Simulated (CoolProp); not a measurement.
Saturation properties of octamethylcyclotetrasiloxane (D4) (Tc = 586.5 K, pc = 13.47 bar, ω = 0.598).

Values from CoolProp's reference Helmholtz-energy equation of state, Thol 2015.

| T (K) | p (bar) | vapour density (kg/m³) | enthalpy of vaporisation (kJ/kg) | surface tension (mN/m) |
|---|---|---|---|---|
| 462.3 | 1.407 | 12.03 | 125.4 | 6.52 |
| 475.8 | 1.913 | 16.34 | 119.7 | 5.68 |
| 489.2 | 2.543 | 21.84 | 113.5 | 4.86 |
| 502.6 | 3.322 | 28.89 | 107.0 | 4.06 |
| 516.1 | 4.280 | 38.04 | 99.73 | 3.29 |
| 529.5 | 5.429 | 49.88 | 91.71 | 2.55 |
| 542.9 | 6.806 | 65.70 | 82.50 | 1.84 |
| 556.3 | 8.449 | 87.85 | 71.44 | 1.18 |
| 569.8 | 10.43 | 122.4 | 56.78 | 0.579 |

It boils at 448.9 K under 1 atm.

Surface tension comes from a separate correlation (Mulero 2014), older than this fluid's equation and unchecked against measurements.
